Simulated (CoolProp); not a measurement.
Values from CoolProp's reference Helmholtz-energy equation of state, Lemmon 2006. It is a short technical equation, of lower accuracy than the large ones.

Problem. For R141b, give the phase and the density (kg/m³), isothermal compressibility (1/MPa), viscosity (µPa s) at 178.15 °C and 3.08 MPa; 226.85 °C and 3.08 MPa.

Solution. 
- 178.15 °C and 3.08 MPa: liquid; density 822, isothermal compressibility 0.0341, viscosity 84.7
- 226.85 °C and 3.08 MPa: gas; density 116, isothermal compressibility 0.465, viscosity 17.0

Viscosity comes from a separate model (Huber 2003), an estimate that may be off by 10 % or more.
